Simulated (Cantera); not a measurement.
What does this Cantera script print?

```python
import numpy as np
import cantera as ct

gas_names = """
    B BF BF2 BF3 BH BHF2 BH2 BH3 BN B2 F F2 H HF H2 H2F2 H3F3 H4F4 H5F5 H6F6 H7F7 N NF NF2 NF3 NH NH2
    NH3 N2 N2H2 N2H4
""".split()
cond_names = """
    B(b) B(L) BN(s)
""".split()


def load(file, names, dense=False):
    # The tables refer to 1 bar. Condensed volumes are neglected.
    table = {s.name: s for s in ct.Species.list_from_file(file)}
    out = []
    for n in names:
        d = dict(table[n].input_data)
        d["thermo"] = dict(d["thermo"], **{"reference-pressure": 1e5})
        if dense:
            d["equation-of-state"] = {"model": "constant-volume", "density": "1e6 g/cm^3"}
        out.append(ct.Species.from_dict(d))
    return out


gas = ct.Solution(thermo="ideal-gas", species=load("nasa_gas.yaml", gas_names))
cond = {s.name: ct.Solution(thermo="fixed-stoichiometry", species=[s], name=s.name)
        for s in load("nasa_condensed.yaml", cond_names, dense=True)}
atoms = {
    'BN': {'B': 1, 'N': 1},
    'H2': {'H': 2},
    'F2': {'F': 2},
}
top_T = {'BN(s)': 3200}  # K; cautious upper limits of use, not melting points


def equilibrate(T, P, feed):
    n = {}
    for name, mol in feed.items():
        for a, k in atoms[name].items():
            n[a] = n.get(a, 0.0) + k * mol
    gas.TPX = T, P, n
    mass = sum(n.values()) * gas.mean_molecular_weight
    gas.equilibrate("TP")
    valid = [c for c in cond.values() if c.min_temp <= T <= top_T.get(c.name, c.max_temp)]
    mix = ct.Mixture([(gas, mass / gas.mean_molecular_weight)] + [(c, 0.0) for c in valid])
    mix.T, mix.P = T, P
    mix.equilibrate("TP", solver="vcs", rtol=1e-11, max_steps=5000)
    return mix


results = []
feed = {'BN': 1, 'H2': 72, 'F2': 1.6}  # mol
T = 948.15  # K
P = 100  # Pa
mix = equilibrate(T, P, feed)
results.append((T, P, feed, dict(zip(mix.species_names, mix.species_moles))))
print(gas.report(threshold=1e-06))
for i in range(1, mix.n_phases):
    print(f"{mix.phase(i).name:16s} {mix.phase_moles(i):12.5e} mol")
```

Result:

```
       temperature   948.15 K
          pressure   100 Pa
           density   3.9661e-05 kg/m^3
  mean mol. weight   3.1266 kg/kmol
   phase of matter   gas

                          1 kg             1 kmol
                     ---------------   ---------------
          enthalpy        1.0832e+06        3.3868e+06  J
   internal energy       -1.4381e+06       -4.4965e+06  J
           entropy             72258        2.2592e+05  J/K
    Gibbs function       -6.7428e+07       -2.1082e+08  J
 heat capacity c_p            9823.4             30714  J/K
 heat capacity c_v            7164.1             22400  J/K

                      mass frac. Y      mole frac. X     chem. pot. / RT
                     ---------------   ---------------   ---------------
               BF3           0.28682          0.013226            -189.3
              BHF2        0.00013296        8.3452e-06              -144
                HF          0.024216         0.0037844           -69.614
                H2           0.62955           0.97636           -24.306
                N2          0.059287          0.006617           -36.652
     [  +26 minor]        6.6389e-07        1.0135e-07

B(b)              0.00000e+00 mol
BN(s)             2.59727e-02 mol
```

Equilibrium computed with Cantera from the NASA thermochemical tables; the gas is ideal and each condensed phase is pure.
